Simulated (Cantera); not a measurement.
**Catalytic combustion on Pt**

An isothermal plug-flow reactor at 775 K and 2.96 atm (inlet), inlet velocity 1.4 m/s, active area per volume 620 1/m; feed 0.442 % H2, 15.8 % O2, 83.1 % N2, 0.642 % H2O, equivalence ratio 0.014.

Model: Deutschmann's 1995 Pt surface mechanism with GRI-Mech 3.0 gas chemistry, integrated in Cantera. Catalytic surfaces can have several steady states; this one follows from the mechanism file's or the stated starting coverage. Mass transfer to the wall is taken as infinitely fast.

```tsv
z (m)	x H2	x O2	x H2O	θ free Pt	θ O*	θ OH*
0.00021	0.00377	0.158	0.00707	0.0477	0.948	0.00420
0.00037	0.00338	0.157	0.00746	0.0434	0.953	0.00407
0.00066	0.00284	0.157	0.00800	0.0376	0.959	0.00386
0.0012	0.00217	0.157	0.00868	0.0306	0.966	0.00357
0.0021	0.00151	0.157	0.00935	0.0243	0.972	0.00325
0.0037	0.000908	0.156	0.00995	0.0191	0.978	0.00295
0.0066	0.000435	0.156	0.0104	0.0156	0.982	0.00271
0.012	0.000136	0.156	0.0107	0.0137	0.984	0.00256
0.021	2.28e-5	0.156	0.0108	0.0131	0.984	0.00251
```
x: gas mole fraction; θ: surface coverage.
